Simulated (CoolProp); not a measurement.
Vapour-liquid equilibrium of ethanol (1) + n-octane (2) at 372.5 K; x and y are mole fractions of (1).

Values from CoolProp's multi-fluid Helmholtz-energy mixture model, Schroeder 2014 and Beckmüller 2019; pair parameters Bell 2016.

```tsv
x	bubble pressure (MPa)	y at the bubble point	dew pressure at overall composition x (MPa)	liquid density (mol/L)
0.05	0.1011	0.553	0.04829	5.740
0.15	(withheld)	0.732	0.05395	6.135
0.25	0.1875	0.776	0.06106	6.598
0.35	0.1980	0.794	0.07029	7.146
0.45	0.2028	(withheld)	0.08273	7.805
0.55	0.2062	0.810	0.1004	8.603
0.65	(withheld)	0.822	0.1273	9.583
0.75	0.2142	0.843	0.1717	10.80
0.85	0.2184	0.881	0.2153	12.34
0.95	0.2203	0.949	0.2203	14.31
```

### Question
Some entries are withheld; supply them.

### Answer

- 0.15, bubble pressure (MPa): 0.1618
- 0.45, y at the bubble point: 0.802
- 0.65, bubble pressure (MPa): 0.2099

y crosses x between x = 0.85 and 0.95: the model has an azeotrope there.

The pair parameters rest on a limited set of measurements; away from them the model extrapolates. With so large a gap from Raoult's law the liquid may split in two, which this calculation doesn't test in full.
